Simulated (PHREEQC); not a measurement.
Solution (25 °C): 0.14 mol BaCl2 and 0.00053 mol CO2 per kg of water. Closed to the air; pH follows from the charge balance.

Model: Pitzer model, pitzer.dat, run in PHREEQC.

```csv
quantity,before,after
pH,4.75,4.40
ionic strength (mol/kgw),0.420,0.420
```

**Question.** Which change was made?
A. BaCl2 left out
B. CO2 from 0.00053 to 0.000477 mol/kgw
C. diluted 2-fold with water
D. CO2 from 0.00053 to 0.00265 mol/kgw
E. BaCl2 from 0.14 to 0.154 mol/kgw

**Answer.** D, CO2 from 0.00053 to 0.00265 mol/kgw

This is a speciation only: nothing precipitates in the calculation.
